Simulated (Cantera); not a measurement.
Input: 1 mol Pb, 0.043 mol CO, 0.36 mol H₂, at 13.3 mbar.

Cantera equilibrium calculation (NASA polynomials, part measured and part estimated; ideal gas, pure solids and liquids). Candidate condensed phases: C, C₆H₆, C₇H₈, C₈H₁₈, H₂O, Pb, PbO, PbO₂, Pb₃O₄; 113 gas species. Equilibrium is a limit: real reactors are often held back by kinetics, nucleation or transport.

Question: At 1198 K, list the 5 most abundant gas species with their mole fractions, and the condensed phases.

Answer: H₂ 0.851, CO 0.102, Pb 0.0468, CH₄ 7.18e-5, H₂O 6.61e-5. Condensed: Pb(l).
